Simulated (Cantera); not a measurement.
Feed: 1 mol Si3N4, 3.1 mol H2O, 31 mol H2, held at 0.100 bar.

Cantera equilibrium calculation (NASA polynomials, part measured and part estimated; ideal gas, pure solids and liquids). Candidate condensed phases: H2O, Si, SiO2, Si2N2O, Si3N4; 35 gas species. Mutual solubility and eutectic melting of coexisting phases are not modelled. The tables hold silica as quartz up to 1696 K and as liquid above; real silica turns to tridymite and cristobalite and melts near 1996 K. The numbers say what is thermodynamically allowed, not how fast it happens.

log p: log10 of the partial pressure in bar; n: condensed amount in mol.

```tsv
T (K)	log p H2	log p SiO	log p N2	log p H	n SiO2(β-quartz)	n Si2N2O(s)	n SiO2(condensed)
1650	-1.02	-3.23	-2.51	…	0.994	0.899	0
1700	-1.02	-2.78	-2.47	…	0	0.772	0.866
1750	-1.04	-2.38	-2.38	…	0	0.450	0.544
1800	-1.06	-2.13	-2.29	…	0	0	0.0901
1850	-1.06	-2.13	-2.29	…	0	0	0.0743
1900	-1.06	-2.12	-2.29	…	0	0	0.0378
1950	-1.06	-2.12	-2.29	…	0	0	0
2000	-1.06	-2.12	-2.29	…	0	0	0
2050	-1.06	-2.12	-2.29	…	0	0	0
2100	-1.06	-2.12	-2.29	…	0	0	0
```

Q: Some entries are withheld; supply them.

A: 
- 1650, log p H: -4.55
- 1700, log p H: -4.34
- 1750, log p H: -4.15
- 1800, log p H: -3.98
- 1850, log p H: -3.80
- 1900, log p H: -3.63
- 1950, log p H: -3.47
- 2000, log p H: -3.32
- 2050, log p H: -3.18
- 2100, log p H: -3.04
